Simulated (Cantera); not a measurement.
Charge: 1 mol Si, 1.7 mol Cl2, 43 mol H2, at 1523.15 K and 0.000160 bar.

Cantera equilibrium calculation (NASA polynomials, part measured and part estimated; ideal gas, pure solids and liquids). Candidate condensed phases: Si; 19 gas species. The tables' values for SiCl, SiCl3 are old estimates; treat these amounts as uncertain. Equilibrium is a limit: real reactors are often held back by kinetics, nucleation or transport.

Base state: H2 0.933, HCl 0.0548, SiCl2 0.0105, H 0.00177, Si 0.000113, Cl 8.33e-5, SiCl 4.87e-5, SiCl3 1.62e-5 (mole fractions); condensed: Si(s).

**Question.** What changes in the equilibrium state with this change: H2 from 43 to 10 mol?

**Answer.** 
| species | before | after |
|---|---|---|
| H2 | 0.933 | 0.785 |
| HCl | 0.0548 | 0.136 |
| SiCl2 | 0.0105 | 0.0766 |
| SiCl3 | 1.62e-5 | 0.000319 |
| Cl | 8.33e-5 | 0.000225 |
| SiCl | 4.87e-5 | 0.000132 |
| H | 0.00177 | 0.00162 |
| Si(s), mol | 0.521 | 0.0957 |
The tables' values for SiCl3, SiCl are old estimates; treat these amounts as uncertain.

**Question.** What changes in the equilibrium state with this change: temperature from 1523.15 K to 675 K?

**Answer.** 
| species | before | after |
|---|---|---|
| H2 | 0.933 | 0.979 |
| SiCl4 | 7.48e-8 | 0.0176 |
| SiHCl3 | 1.43e-7 | 0.00202 |
| HCl | 0.0548 | 0.00112 |
| SiCl2 | 0.0105 | 8.16e-7 |
| H | 0.00177 | <1e-9 |
| Si | 0.000113 | <1e-9 |
| Cl | 8.33e-5 | <1e-9 |
| SiCl | 4.87e-5 | <1e-9 |
| Si(s), mol | 0.521 | 0.140 |

**Question.** What changes in the equilibrium state with this change: pressure from 0.000160 bar to 0.0100 bar?

**Answer.** 
```json
[
 {"species": "H2", "before": "0.933", "after": "0.934"},
 {"species": "HCl", "before": "0.0548", "after": "0.0547"},
 {"species": "SiCl2", "before": "0.0105", "after": "0.0105"},
 {"species": "H", "before": "0.00177", "after": "0.000224"},
 {"species": "Si", "before": "0.000113", "after": "1.81e-6"},
 {"species": "Cl", "before": "8.33e-5", "after": "1.05e-5"},
 {"species": "SiCl", "before": "4.87e-5", "after": "6.15e-6"},
 {"species": "Si(s), mol", "before": "0.521", "after": "0.526"}
]
```
The tables' values for SiCl3 are old estimates; treat these amounts as uncertain.
